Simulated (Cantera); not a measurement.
**Abatement and gas-phase synthesis: CO2 + H2O + N2**

Input: 1 mol CO2, 5.5 mol H2O, 7.6 mol N2, at 1125 °C and 0.140 bar.

These are equilibrium values from Cantera (NASA tables, ideal gas, pure condensed phases), not measurements of a reactor. Candidate condensed phases: C, C6H6, C7H8, C8H18, H2O; 136 gas species. Rates play no part.

The x(N2) is 0.539 and the x(H2O) is 0.390. The x(CO2) is 0.0709 and the x(H2) is 7.06e-5. The x(O2) comes out as 4.21e-5 and the x(CO) is 2.77e-5. The x(OH) comes out as 1.16e-5 and the x(NO) is 8.39e-6. The gas amount comes out as 14.10 mol and the log10 activity of C(graphite) (absent) is -11.58.
